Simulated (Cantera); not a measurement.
Mixture: CH4 : C2H6 : C3H8 : O2 : N2 : H2O = 1 : 0.07 : 0.59 : 3.71 : 14 : 3.7 (molar parts), at 68000 Pa, adiabatic and at constant volume. Ignition delay is the time to a rise of 400 K.

Cantera simulation using GRI-Mech 3.0 (53 species, 325 reactions); the numbers are that mechanism's predictions, not measurements. GRI-Mech 3.0 was tuned for natural gas; its chemistry of propane as a main component is partial and can be far from experiment.

What does this change do: 0.032 parts H2 added?


```
quantity                                                before       after
--------------------------------------------------  ----------  ----------
delay at 1125 K                                        42.8 ms     40.7 ms
delay at 1225 K                                        6.20 ms     6.04 ms
delay at 1325 K                                        1.23 ms     1.21 ms
delay at 1425 K                                       0.336 ms    0.332 ms
apparent activation energy between 1375 and 1475 K  190 kJ/mol  190 kJ/mol
```
